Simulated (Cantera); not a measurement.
A perfectly stirred reactor is fed with 2.56 % C3H8, 8.51 % O2, 81.0 % N2, 4.09 % H2O, 3.83 % H2, equivalence ratio 1.7, at 470000 Pa; it is adiabatic with a 625 K inlet, and is followed from long to short residence time, starting on the burning branch (τ in s: 0.42, 0.14, 0.048, 0.016, 0.0054, 0.0018, 0.00061, 0.00021, 7e-05).

Cantera simulation using GRI-Mech 3.0 (53 species, 325 reactions); the numbers are that mechanism's predictions, not measurements. GRI-Mech 3.0 was tuned for natural gas; its chemistry of propane as a main component is partial and can be far from experiment.

x: mole fraction; the columns are a selection and need not sum to one.

```csv
τ (s),T (K),x C3H8,x O2,x H2O,x C2H2,x NO,x H2O2
0.42,1472,8.98e-6,0.000817,0.115,0.00398,3.51e-9,[?]
0.14,1461,2.27e-5,0.00152,0.115,0.00358,4.85e-9,[?]
0.048,1444,5.56e-5,0.00280,0.115,0.00286,6.20e-9,[?]
0.016,1410,0.000146,0.00551,0.114,0.00180,6.85e-9,[?]
0.0054,1308,0.000634,0.0145,0.107,0.000520,2.76e-9,[?]
0.0018,625,0.0256,0.0851,0.0409,<1e-12,<1e-12,<1e-12
0.00061,625,0.0256,0.0851,0.0409,<1e-12,<1e-12,<1e-12
0.00021,625,0.0256,0.0851,0.0409,<1e-12,<1e-12,<1e-12
7.0e-5,625,0.0256,0.0851,0.0409,<1e-12,<1e-12,<1e-12
```

Some entries are withheld; supply them.


- 0.42, x H2O2: 1.20e-8
- 0.14, x H2O2: 3.04e-8
- 0.048, x H2O2: 7.61e-8
- 0.016, x H2O2: 2.28e-7
- 0.0054, x H2O2: 2.57e-6
